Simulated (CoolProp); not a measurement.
Computed with CoolProp (reference Helmholtz-energy equation of state, Thol 2022).

For vinyl chloride, give the phase and the density (kg/m³), cp (kJ/(kg K)), speed of sound (m/s), Joule-Thomson coefficient (K/MPa) at 147.15 °C and 8.63 MPa; -65.35 °C and 0.0386 MPa.


- 147.15 °C and 8.63 MPa: liquid; density 629, cp 2.24, speed of sound 362, Joule-Thomson coefficient 1.26
- -65.35 °C and 0.0386 MPa: liquid; density 1060, cp 1.49, speed of sound 1310, Joule-Thomson coefficient -0.415
